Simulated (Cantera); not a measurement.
A closed system holds: 1 mol CH₃SiH₃, 0.5 mol HCl, 1.4 mol H₂, at 1.13 Torr.

Equilibrium computed with Cantera from the NASA thermochemical tables; the gas is ideal and each condensed phase is pure. Candidate condensed phases: C, C₆H₆, C₇H₈, C₈H₁₈, Si, SiC; 109 gas species. The feed counts by its element totals alone. Rates play no part.

**Question.** At 1475 °C, list the 6 most abundant gas species with their mole fractions, and the condensed phases.

**Answer.** H₂ 0.893, HCl 0.0998, H 0.00558, SiCl₂ 0.000701, Cl 0.000481, C₂H₂ (acetylene) 0.000101. Condensed: C(graphite) + SiC(s).
